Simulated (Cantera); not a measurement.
# Ignition delay

Mixture: 12.5 % H₂, 12.7 % O₂, 71.3 % N₂, 3.50 % H₂O, at 7500 Torr, adiabatic and at constant volume. Ignition delay is the time to a rise of 400 K.

Computed with Cantera and the H2/O2 subset of GRI-Mech 3.0, which has no nitrogen chemistry. The hydrogen kinetics of GRI-Mech 3.0 are dated; newer H2 mechanisms differ, most at raised pressure. Where the delays flatten at high temperature, the 400 K rule measures the pace of heat release, not the induction time.

```tsv
T0 (K)	delay (ms)
1200	0.199
1275	0.0226
1350	0.00613
1425	0.00347
1500	0.00240
1575	0.00183
1650	0.00149
```

```
Quantity                                               Result
--------------------------------------------------  ---------
apparent activation energy between 1500 and 1650 K  65 kJ/mol
```
